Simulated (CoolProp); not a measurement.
Vapour-liquid equilibrium of acetone (1) + n-hexane (2) at 0.019 MPa; x and y are mole fractions of (1).

Model: multi-fluid Helmholtz-energy mixture model, Lemmon 2006 and Thol 2019; pair parameters Bell 2016, in CoolProp.

```json
[
 {"x": "0.05", "bubble temperature (°C)": "16.7", "y at the bubble point": "0.299", "dew temperature at overall composition x (°C)": "22.6", "liquid density (mol/L)": "7.849"},
 {"x": "0.15", "bubble temperature (°C)": "10.7", "y at the bubble point": "0.507", "dew temperature at overall composition x (°C)": "20.4", "liquid density (mol/L)": "8.272"},
 {"x": "0.25", "bubble temperature (°C)": "8.8", "y at the bubble point": "0.572", "dew temperature at overall composition x (°C)": "18.0", "liquid density (mol/L)": "8.695"},
 {"x": "0.35", "bubble temperature (°C)": "8.2", "y at the bubble point": "0.595", "dew temperature at overall composition x (°C)": "15.3", "liquid density (mol/L)": "9.150"},
 {"x": "0.45", "bubble temperature (°C)": "8.1", "y at the bubble point": "0.603", "dew temperature at overall composition x (°C)": "12.5", "liquid density (mol/L)": "9.653"},
 {"x": "0.55", "bubble temperature (°C)": "8.0", "y at the bubble point": "0.607", "dew temperature at overall composition x (°C)": "9.4", "liquid density (mol/L)": "10.22"},
 {"x": "0.65", "bubble temperature (°C)": "8.0", "y at the bubble point": "0.614", "dew temperature at overall composition x (°C)": "8.4", "liquid density (mol/L)": "10.85"},
 {"x": "0.75", "bubble temperature (°C)": "8.2", "y at the bubble point": "0.635", "dew temperature at overall composition x (°C)": "10.0", "liquid density (mol/L)": "11.57"},
 {"x": "0.85", "bubble temperature (°C)": "8.9", "y at the bubble point": "0.690", "dew temperature at overall composition x (°C)": "11.7", "liquid density (mol/L)": "12.37"},
 {"x": "0.95", "bubble temperature (°C)": "11.5", "y at the bubble point": "0.836", "dew temperature at overall composition x (°C)": "13.5", "liquid density (mol/L)": "13.26"}
]
```

y crosses x between x = 0.55 and 0.65: the model has an azeotrope there.

Pair parameters are fitted to limited data, so mixtures are less certain than the pure fluids.
